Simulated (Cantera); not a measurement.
Input (Python, Cantera):

```python
import numpy as np
import cantera as ct

gas = ct.Solution("gri30.yaml")
gas.TPX = 1800, 170000, {'CH4': 1, 'O2': 5.13, 'N2': 19.3, 'H2O': 0.97}
reactor = ct.IdealGasConstPressureReactor(gas, energy="on", clone=False)
net = ct.ReactorNet([reactor])
net.rtol, net.atol = 1e-08, 1e-16
show = ['CH4', 'O2', 'H2O', 'NO', 'HO2', 'CO2']
times = np.geomspace(3e-06, 3, 16)

steps = ct.SolutionArray(gas, extra=["t"])
rows = []
print(f"{'t/s':>10s}{'T/K':>9s}{'P/Pa':>11s}" + "".join(f"{s:>11s}" for s in show))
for t in times:
    while net.time < t:
        t_next = net.step()
        steps.append(gas.state, t=t_next)
    rows.append([np.interp(t, steps.t, y) for y in (steps.T, steps.P, *steps(*show).X.T)])
    print(f"{t:10.3e}{rows[-1][0]:9.1f}{rows[-1][1]:11.4g}" + "".join(f"{x:11.3e}" for x in rows[-1][2:]))
rate = np.gradient(steps.T, steps.t)
print("integrator steps:", len(steps.t))
if steps.T.max() > steps.T[0] + 200:
    print(f"time of steepest temperature rise: {steps.t[rate.argmax()]:.4e} s")
gas.TPX = 1800, 170000, {'CH4': 1, 'O2': 5.13, 'N2': 19.3, 'H2O': 0.97}
gas.equilibrate("HP")
print(f"equilibrium (HP): T = {gas.T:.1f} K  " + "  ".join(f"{s} {gas[s].X[0]:.3e}" for s in show))
```

Output:

```
       t/s      T/K       P/Pa        CH4         O2        H2O         NO        HO2        CO2
 3.000e-06   1799.9    1.7e+05  3.785e-02  1.943e-01  3.675e-02  1.720e-12  3.154e-06  3.029e-09
 7.536e-06   1799.7    1.7e+05  3.778e-02  1.943e-01  3.678e-02  6.677e-12  6.994e-06  4.216e-08
 1.893e-05   1799.6    1.7e+05  3.746e-02  1.941e-01  3.695e-02  3.447e-11  1.589e-05  8.954e-07
 4.755e-05   1814.4    1.7e+05  3.264e-02  1.906e-01  4.054e-02  7.372e-10  1.204e-04  8.837e-05
 1.194e-04   2373.3    1.7e+05  1.454e-18  1.141e-01  9.892e-02  7.629e-05  9.136e-06  3.096e-02
 3.000e-04   2476.2    1.7e+05  4.451e-19  1.153e-01  1.045e-01  3.149e-04  9.929e-06  3.475e-02
 7.536e-04   2480.6    1.7e+05  4.102e-19  1.151e-01  1.049e-01  8.182e-04  1.012e-05  3.498e-02
 1.893e-03   2478.6    1.7e+05  4.024e-19  1.145e-01  1.049e-01  2.021e-03  1.003e-05  3.500e-02
 4.755e-03   2474.3    1.7e+05  3.855e-19  1.133e-01  1.050e-01  4.682e-03  9.840e-06  3.505e-02
 1.194e-02   2466.8    1.7e+05  3.571e-19  1.111e-01  1.052e-01  9.306e-03  9.514e-06  3.513e-02
 3.000e-02   2459.8    1.7e+05  3.317e-19  1.090e-01  1.054e-01  1.361e-02  9.216e-06  3.520e-02
 7.536e-02   2458.0    1.7e+05  3.256e-19  1.085e-01  1.055e-01  1.468e-02  9.142e-06  3.522e-02
 1.893e-01   2458.0    1.7e+05  3.255e-19  1.085e-01  1.055e-01  1.470e-02  9.141e-06  3.522e-02
 4.755e-01   2458.0    1.7e+05  3.255e-19  1.085e-01  1.055e-01  1.470e-02  9.141e-06  3.522e-02
 1.194e+00   2458.0    1.7e+05  3.255e-19  1.085e-01  1.055e-01  1.470e-02  9.141e-06  3.522e-02
 3.000e+00   2458.0    1.7e+05  3.255e-19  1.085e-01  1.055e-01  1.470e-02  9.141e-06  3.522e-02
integrator steps: 1654
time of steepest temperature rise: 6.4567e-05 s
equilibrium (HP): T = 2458.0 K  CH4 4.855e-19  O2 1.085e-01  H2O 1.055e-01  NO 1.470e-02  HO2 9.141e-06  CO2 3.522e-02
```

Computed with Cantera and GRI-Mech 3.0 (53 species, 325 reactions).
